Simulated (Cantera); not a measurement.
Feed: 1 mol Cu, 1.2 mol F2, at 773.15 K and 88.0 mbar.

These are equilibrium values from Cantera (NASA tables, ideal gas, pure condensed phases), not measurements of a reactor. Candidate condensed phases: Cu, CuF2; 6 gas species. Equilibrium is a limit: real reactors are often held back by kinetics, nucleation or transport.

**Question.** What is the equilibrium state?

**Answer.** 
* **x(F2)**: 0.982
* **x(F)**: 0.0181
* **n(CuF2(s))**: 1.00 mol
* **gas amount**: 0.2018 mol
* **log10 activity of Cu(s) (absent)**: -27.33
